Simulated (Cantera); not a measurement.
CsOH + H2 (calcination and drying)

Charge: 1 mol CsOH, 2 mol H2, equilibrated at 0.000230 bar.

Cantera equilibrium calculation (NASA polynomials, part measured and part estimated; ideal gas, pure solids and liquids). Candidate condensed phases: Cs, CsOH, H2O; 15 gas species. Rates play no part.

From 1723 K to 2223 K nothing is condensed. The main Cs-bearing gas is Cs throughout.

```csv
T (K),x H2,x Cs,x H2O,x H,x OH,x CsOH,x O
1723,0.435,0.270,0.269,0.00793,0.000269,0.0173,3.90e-6
1773,0.431,0.271,0.271,0.0123,0.000479,0.0149,1.07e-5
1823,0.425,0.272,0.271,0.0186,0.000826,0.0130,2.78e-5
1873,0.417,0.272,0.270,0.0275,0.00138,0.0113,6.89e-5
1923,0.408,0.271,0.269,0.0397,0.00225,0.00988,0.000163
1973,0.396,0.270,0.265,0.0560,0.00356,0.00865,0.000371
2023,0.381,0.267,0.260,0.0773,0.00550,0.00758,0.000810
2073,0.363,0.263,0.252,0.104,0.00826,0.00660,0.00171
2123,0.341,0.258,0.240,0.138,0.0120,0.00569,0.00346
2173,0.316,0.251,0.223,0.179,0.0169,0.00481,0.00672
2223,0.289,0.242,0.200,0.227,0.0227,0.00392,0.0124
```
x: gas mole fraction; nothing condenses.
